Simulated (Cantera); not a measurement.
## Equilibrium for carbothermic reduction: CuO + CO + N2

Feed: 1 mol CuO, 2 mol CO, 5.6 mol N2, equilibrated at 0.210 Torr.

Cantera equilibrium calculation (NASA polynomials, part measured and part estimated; ideal gas, pure solids and liquids). Candidate condensed phases: C, Cu, CuO, Cu2O; 27 gas species. Rates play no part.

From 1100 K to 1300 K the condensed part is Cu(s). From 1400 K to 1500 K the condensed part is Cu(l). From 1600 K to 2200 K nothing is condensed. The main Cu-bearing gas is Cu throughout.

| T (K) | log p N2 | log p CO | log p CO2 | log p Cu | log p O | log p O2 | n Cu(s) | n Cu(l) |
|---|---|---|---|---|---|---|---|---|
| 1100 | -3.69 | -4.43 | -4.43 | -9.23 | <-15 | <-15 | 1.000 | 0 |
| 1200 | -3.69 | -4.43 | -4.43 | -7.91 | -15.36 | -15.52 | 1.000 | 0 |
| 1300 | -3.69 | -4.43 | -4.43 | -6.80 | -13.57 | -13.63 | 0.996 | 0 |
| 1400 | -3.69 | -4.44 | -4.44 | -5.87 | -12.03 | -12.02 | 0 | 0.963 |
| 1500 | -3.70 | -4.45 | -4.45 | -5.08 | -10.70 | -10.62 | 0 | 0.770 |
| 1600 | -3.74 | -4.49 | -4.49 | -4.49 | -9.54 | -9.40 | 0 | 0 |
| 1700 | -3.74 | -4.49 | -4.49 | -4.49 | -8.51 | -8.33 | 0 | 0 |
| 1800 | -3.74 | -4.49 | -4.49 | -4.49 | -7.61 | -7.38 | 0 | 0 |
| 1900 | -3.74 | -4.48 | -4.50 | -4.49 | -6.81 | -6.56 | 0 | 0 |
| 2000 | -3.74 | -4.45 | -4.54 | -4.49 | -6.14 | -5.94 | 0 | 0 |
| 2100 | -3.75 | -4.39 | -4.63 | -4.50 | -5.63 | -5.55 | 0 | 0 |
| 2200 | -3.76 | -4.33 | -4.79 | -4.50 | -5.25 | -5.36 | 0 | 0 |
log p: log10 of the partial pressure in bar; n: condensed amount in mol.
